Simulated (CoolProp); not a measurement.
Vapour-liquid equilibrium of n-heptane (1) + m-xylene (2) at 0.0483 MPa; x and y are mole fractions of (1).

Model: multi-fluid Helmholtz-energy mixture model, Span 2003 and Zhou 2012; pair parameters Bell 2016, in CoolProp.

```json
[
 {"x": "0.05", "bubble temperature (K)": "381.9", "y at the bubble point": "0.176", "dew temperature at overall composition x (K)": "385.3", "liquid density (mol/L)": "7.314"},
 {"x": "0.125", "bubble temperature (K)": "376.3", "y at the bubble point": "0.363", "dew temperature at overall composition x (K)": "383.4", "liquid density (mol/L)": "7.252"},
 {"x": "0.2", "bubble temperature (K)": "371.8", "y at the bubble point": "0.493", "dew temperature at overall composition x (K)": "381.3", "liquid density (mol/L)": "7.181"},
 {"x": "0.275", "bubble temperature (K)": "368.2", "y at the bubble point": "0.590", "dew temperature at overall composition x (K)": "379.1", "liquid density (mol/L)": "7.106"},
 {"x": "0.35", "bubble temperature (K)": "365.1", "y at the bubble point": "0.664", "dew temperature at overall composition x (K)": "376.7", "liquid density (mol/L)": "7.027"},
 {"x": "0.425", "bubble temperature (K)": "362.4", "y at the bubble point": "0.725", "dew temperature at overall composition x (K)": "374.2", "liquid density (mol/L)": "6.948"},
 {"x": "0.5", "bubble temperature (K)": "360.0", "y at the bubble point": "0.775", "dew temperature at overall composition x (K)": "371.6", "liquid density (mol/L)": "6.867"},
 {"x": "0.575", "bubble temperature (K)": "357.9", "y at the bubble point": "0.819", "dew temperature at overall composition x (K)": "368.7", "liquid density (mol/L)": "6.787"},
 {"x": "0.65", "bubble temperature (K)": "355.9", "y at the bubble point": "0.858", "dew temperature at overall composition x (K)": "365.7", "liquid density (mol/L)": "6.707"},
 {"x": "0.725", "bubble temperature (K)": "354.1", "y at the bubble point": "0.893", "dew temperature at overall composition x (K)": "362.4", "liquid density (mol/L)": "6.628"},
 {"x": "0.8", "bubble temperature (K)": "352.4", "y at the bubble point": "0.925", "dew temperature at overall composition x (K)": "358.8", "liquid density (mol/L)": "6.550"},
 {"x": "0.875", "bubble temperature (K)": "350.7", "y at the bubble point": "0.955", "dew temperature at overall composition x (K)": "355.0", "liquid density (mol/L)": "6.472"},
 {"x": "0.95", "bubble temperature (K)": "349.2", "y at the bubble point": "0.982", "dew temperature at overall composition x (K)": "351.0", "liquid density (mol/L)": "6.396"}
]
```

No azeotrope shows between x = 0.05 and 0.95.

The pair parameters rest on a limited set of measurements; away from them the model extrapolates.
